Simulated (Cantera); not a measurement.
A perfectly stirred reactor is fed with H2 : O2 : N2 = 1 : 0.385 : 1.45 (molar parts), equivalence ratio 1.3, at 1.00 atm; it is adiabatic with a 798 K inlet, and is followed from long to short residence time, starting on the burning branch (τ in s: 0.15, 0.069, 0.032, 0.015, 0.0067, 0.0031, 0.0014, 0.00066, 0.0003, 0.00014, 6.4e-05, 3e-05).

Model: GRI-Mech 3.0 (53 species, 325 reactions), integrated in Cantera.

x: mole fraction; the columns are a selection and need not sum to one.

```
τ (s)    T (K)    x H2      x O2    x HO2  x H2O    x N2O
-------  -----  ------  --------  -------  -----  -------
0.15      2606  0.0952  0.000961  5.71e-7  0.297  7.55e-8
0.069     2603  0.0952  0.000991  5.87e-7  0.297  7.43e-8
0.032     2599  0.0952   0.00106  6.21e-7  0.296  7.20e-8
0.015     2589  0.0952   0.00119      [?]  0.295  6.78e-8
0.0067    2569  0.0952   0.00148      [?]  0.293  6.06e-8
0.0031    2533  0.0953   0.00203      [?]  0.290  5.14e-8
0.0014    2468  0.0957   0.00306      [?]  0.283  4.16e-8
0.00066   2376  0.0962   0.00461      [?]  0.275  3.44e-8
0.00030   2247  0.0966   0.00687      [?]  0.264  3.06e-8
0.00014   2100  0.0965   0.00962      [?]  0.253  2.98e-8
6.4e-5    1933  0.0959    0.0131      [?]  0.241  2.99e-8
3.0e-5    1764  0.0968    0.0178      [?]  0.228  2.92e-8
```

What belongs in the gaps?


- 0.015, x HO2: 6.89e-7
- 0.0067, x HO2: 8.37e-7
- 0.0031, x HO2: 1.10e-6
- 0.0014, x HO2: 1.55e-6
- 0.00066, x HO2: 2.23e-6
- 0.00030, x HO2: 3.35e-6
- 0.00014, x HO2: 5.07e-6
- 6.4e-5, x HO2: 7.85e-6
- 3.0e-5, x HO2: 1.23e-5
